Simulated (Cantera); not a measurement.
A freely propagating, adiabatic, planar premixed flame of CH4 : O2 : N2 : H2O = 1 : 1.54 : 5.54 : 0.84 (molar parts), equivalence ratio 1.3, unburnt at 525 K and 593 Torr; mixture-averaged transport, grid criteria slope 0.08 and curve 0.16, no radiation.

Detailed kinetics in Cantera: GRI-Mech 3.0 (53 species, 325 reactions). Burning velocities carry a grid error of a few per cent, more on coarse grids.

### Question
What does this change do: inlet temperature 525 to 625 K?

### Answer
```
quantity                     before      after
------------------------  ---------  ---------
laminar burning velocity  58.8 cm/s  90.2 cm/s
thermal thickness          0.654 mm   0.555 mm
peak x(C2H2)               0.000983    0.00100
peak x(H)                   0.00703    0.00858
peak x(CH2CO)              0.000247   0.000258
```

### Question
What does this change do: inlet temperature 525 to 450 K?

### Answer
```json
[
 {"quantity": "laminar burning velocity", "before": "58.8 cm/s", "after": "40.9 cm/s"},
 {"quantity": "thermal thickness", "before": "0.654 mm", "after": "0.755 mm"},
 {"quantity": "peak x(C2H2)", "before": "0.000983", "after": "0.000980"},
 {"quantity": "peak x(H)", "before": "0.00703", "after": "0.00590"},
 {"quantity": "peak x(CH2CO)", "before": "0.000247", "after": "0.000241"}
]
```
